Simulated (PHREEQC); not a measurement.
Make-up at 25 °C: 0.0076 mol/kgw H3PO4, 0.00014 mol/kgw H2SO4 and 0.0021 mol/kgw H3AsO4. Closed to the air; pH follows from the charge balance.

Computed with PHREEQC (ion-association model, wateq4f.dat).

Each row changes one thing in this solution. This is a speciation only: nothing precipitates in the calculation.

```json
[
 {"case": "as made", "pH": "2.27", "ionic strength (mol/kgw)": "0.00581", "H2PO4- (mol/kgw)": "0.00441", "H3PO4 (mol/kgw)": "0.00319", "H2AsO4- (mol/kgw)": "0.00106", "H3AsO4 (mol/kgw)": "0.00104"},
 {"case": "temperature from 25 to 60 °C", "pH": "2.32", "ionic strength (mol/kgw)": "0.00519", "H2PO4- (mol/kgw)": "0.00393", "H3PO4 (mol/kgw)": "0.00367", "H2AsO4- (mol/kgw)": "0.000966", "H3AsO4 (mol/kgw)": "0.00113"},
 {"case": "0.011 mol/kgw NaCl added", "pH": "2.28", "ionic strength (mol/kgw)": "0.0170", "H2PO4- (mol/kgw)": "0.00452", "H3PO4 (mol/kgw)": "0.00308", "H2AsO4- (mol/kgw)": "0.00110", "H3AsO4 (mol/kgw)": "0.00101"},
 {"case": "diluted 100-fold with water", "pH": "4.01", "ionic strength (mol/kgw)": "9.99e-5", "H2PO4- (mol/kgw)": "7.49e-5", "H3PO4 (mol/kgw)": "1.06e-6", "H2AsO4- (mol/kgw)": "2.06e-5", "H3AsO4 (mol/kgw)": "3.95e-7"},
 {"case": "H3AsO4 from 0.0021 to 0.00042 mol/kgw", "pH": "2.32", "ionic strength (mol/kgw)": "0.00518", "H2PO4- (mol/kgw)": "0.00462", "H3PO4 (mol/kgw)": "0.00298", "H2AsO4- (mol/kgw)": "0.000224", "H3AsO4 (mol/kgw)": "0.000196"},
 {"case": "diluted 2-fold with water", "pH": "2.49", "ionic strength (mol/kgw)": "0.00347", "H2PO4- (mol/kgw)": "0.00263", "H3PO4 (mol/kgw)": "0.00117", "H2AsO4- (mol/kgw)": "0.000656", "H3AsO4 (mol/kgw)": "0.000394"},
 {"case": "H3PO4 from 0.0076 to 0.00684 mol/kgw", "pH": "2.30", "ionic strength (mol/kgw)": "0.00549", "H2PO4- (mol/kgw)": "0.00406", "H3PO4 (mol/kgw)": "0.00278", "H2AsO4- (mol/kgw)": "0.00109", "H3AsO4 (mol/kgw)": "0.00101"},
 {"case": "H3PO4 from 0.0076 to 0.0114 mol/kgw", "pH": "2.18", "ionic strength (mol/kgw)": "0.00729", "H2PO4- (mol/kgw)": "0.00602", "H3PO4 (mol/kgw)": "0.00539", "H2AsO4- (mol/kgw)": "0.000950", "H3AsO4 (mol/kgw)": "0.00115"},
 {"case": "temperature from 25 to 15 °C", "pH": "2.26", "ionic strength (mol/kgw)": "0.00602", "H2PO4- (mol/kgw)": "0.00458", "H3PO4 (mol/kgw)": "0.00302", "H2AsO4- (mol/kgw)": "0.00110", "H3AsO4 (mol/kgw)": "0.00100"}
]
```

H3PO4, which wateq4f.dat lacks, is added to it with the constant of phreeqc.dat. Away from 25 °C the constants follow the database's enthalpies or fits; those with neither stay at their 25 °C values.
